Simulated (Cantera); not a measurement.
Charge: 1 mol Si₃N₄, 0.0032 mol O₂, 62 mol N₂, equilibrated at 0.0120 Torr.

Cantera equilibrium calculation (NASA polynomials, part measured and part estimated; ideal gas, pure solids and liquids). Candidate condensed phases: Si, SiO₂, Si₂N₂O, Si₃N₄; 16 gas species. The numbers say what is thermodynamically allowed, not how fast it happens. All values below are at 1227 °C.

Base state: N₂ 0.999, Si 0.000658, SiO 9.99e-5 (mole fractions); condensed: Si(s).

Q: What changes in the equilibrium state with this change: O₂ from 0.0032 to 0.21 mol?

A: 
| species | before | after |
|---|---|---|
| N₂ | 0.999 | 0.993 |
| SiO | 9.99e-5 | 0.00652 |
| Si | 0.000658 | 0.000658 |
| Si(s), mol | 2.95 | 2.54 |
